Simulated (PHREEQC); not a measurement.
A solution holds 27 mmol/kgw HCl, 58 mmol/kgw ZnSO4 and 0.45 mmol/kgw Na2SO4, at 60 °C. It is in equilibrium with CO2 at log p = -3.4 (atm). Otherwise closed; pH follows from the charge balance.

All values are PHREEQC results (ion-association model, wateq4f.dat), not measurements.

Each row changes one thing in this solution. Precipitation was switched off in this run.

| case | pH | ionic strength (mol/kgw) | Zn+2 (mol/kgw) | Cl- (mol/kgw) | ZnSO4 (mol/kgw) | SO4-2 (mol/kgw) | SI of Goslarite (ZnSO4:7H2O) | SI of Halite (NaCl) |
|---|---|---|---|---|---|---|---|---|
| as made | 2.05 | 0.136 | 0.0334 | 0.0240 | 0.0193 | 0.0185 | -2.48 | -6.60 |
| diluted 100-fold with water | 3.63 | 0.00235 | 0.000527 | 0.000269 | 5.12e-5 | 0.000510 | -5.06 | -10.32 |
| temperature from 60 to 5 °C | 1.84 | 0.151 | 0.0351 | 0.0266 | 0.0185 | 0.0225 | -1.89 | -6.41 |
| HCl replaced by RbCl at the same molality | 5.18 | 0.147 | 0.0284 | 0.0244 | 0.0230 | 0.0273 | -2.40 | -6.60 |
| Na2SO4 from 0.00045 to 0.000675 mol/kgw | 2.05 | 0.136 | 0.0333 | 0.0240 | 0.0194 | 0.0186 | -2.48 | -6.42 |
| ZnSO4 from 0.058 to 0.0058 mol/kgw | 1.71 | ? | 0.00464 | 0.0263 | 0.000507 | 0.00161 | -4.06 | -6.45 |
| 0.039 mol/kgw KBr added | 2.04 | 0.180 | 0.0355 | 0.0240 | 0.0173 | 0.0191 | -2.52 | -6.62 |
| diluted 5-fold with water | 2.56 | ? | 0.00783 | ? | 0.00342 | 0.00582 | -3.23 | -7.85 |

### Question
Some entries are withheld; supply them.

### Answer

- ZnSO4 from 0.058 to 0.0058 mol/kgw, ionic strength (mol/kgw): 0.0399
- diluted 5-fold with water, ionic strength (mol/kgw): 0.0331
- diluted 5-fold with water, Cl- (mol/kgw): 0.00518

At this temperature some constants are extrapolated from 25 °C, and those without enthalpy data are left unchanged.
